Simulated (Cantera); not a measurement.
# Pb + O₂ + H₂ (iron carbonyl, mercury and lead vapours)

A closed system holds: 1 mol Pb, 1.7 mol O₂, 0.64 mol H₂, at 375 °C and 0.000850 bar.

Equilibrium computed with Cantera from the NASA thermochemical tables; the gas is ideal and each condensed phase is pure. Candidate condensed phases: H₂O, Pb, PbO, PbO₂, Pb₃O₄; 12 gas species. Rates play no part.

The x(O₂) is 0.579 and the x(H₂O) comes out as 0.421. The n(PbO(red)) comes out as 1.00 mol and the gas amount is 1.520 mol. The log10 activity of Pb₃O₄(s) (absent) is -1.39 and the log10 activity of PbO₂(s) (absent) comes out as -2.26. The log10 activity of Pb(l) (absent) is -10.81.
